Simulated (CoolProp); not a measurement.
A simple Rankine cycle with fluoroethane (R161): condensing at 321.15 K, boiler at 3.78 MPa, turbine inlet 362.4 K, turbine efficiency 0.6, pump efficiency 0.8, no recuperator. Each further row changes one setting.

Model: reference Helmholtz-energy equation of state, Wu 2012, in CoolProp.

```csv
case,thermal efficiency (%),net work (kJ/kg),heat in (kJ/kg),turbine exit temperature (K),volume ratio over the turbine
as stated,4.8,14.1,291,321.1,2.60
turbine inlet 382.4 K,5.3,18.7,351,341.3,2.41
condensing temperature 313.15 K,5.8,18.0,310,313.1,3.19
boiler pressure 2.65 MPa,3.3,11.3,341,340.2,1.64
turbine efficiency 0.5,3.8,11.0,291,321.1,2.62
```

The expansion ends wet for: as stated; condensing temperature 313.15 K; turbine efficiency 0.5.
